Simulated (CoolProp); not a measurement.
Propylene glycol along the isotherm 346.85 °C: fugacity coefficient from the reference equation and from simpler models built on Tc = 400.8 °C, pc = 7.292 MPa, ω = 0.327; each cubic takes its own stable root.

The numbers come from the reference Helmholtz-energy equation of state, Eisenbach 2021 in CoolProp.

| p (MPa) | phase | reference |
|---|---|---|
| 9.11 | liquid | 0.3219 |
| 18.2 | liquid | 0.1945 |
| 27.3 | liquid | 0.1554 |
| 36.5 | liquid | 0.1390 |
| 45.6 | liquid | 0.1322 |
| 54.7 | liquid | 0.1306 |
| 63.8 | liquid | 0.1323 |
| 72.9 | liquid | 0.1365 |

Problem. How far does each simpler model (Soave-Redlich-Kwong, Peng-Robinson) lie from the reference over these 8 states: mean and median of the absolute difference, and the worst?

Solution. 
- Soave-Redlich-Kwong: mean 17.1 %, median 17.4 %, worst +17.7 % at 346.85 °C and 45.6 MPa
- Peng-Robinson: mean 5.4 %, median 5.2 %, worst +10.9 % at 346.85 °C and 9.11 MPa
